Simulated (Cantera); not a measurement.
Input: 1 mol FeCl₃, 1.2 mol HCl, 92 mol H₂, held at 1975 K and 0.370 bar.

These are equilibrium values from Cantera (NASA tables, ideal gas, pure condensed phases), not measurements of a reactor. Equilibrium is a limit: real reactors are often held back by kinetics, nucleation or transport.

```tsv
species	before	after
H₂	0.955	0.956
HCl	0.0400	0.0437
FeCl₂	0.00210	0.000347
H	0.00220	3.47e-9
Fe	0.000742	<1e-9
Cl	6.88e-5	<1e-9
Fe(l), mol	0.730	0
Fe(α), mol	0	0.967
```
Gas species are given as mole fractions.

Q: Which change was made?
A. HCl from 1.2 to 0.062 mol
B. temperature from 1975 K to 1848 K
C. temperature from 1975 K to 2050 K
D. temperature from 1975 K to 998.15 K

A: D, temperature from 1975 K to 998.15 K
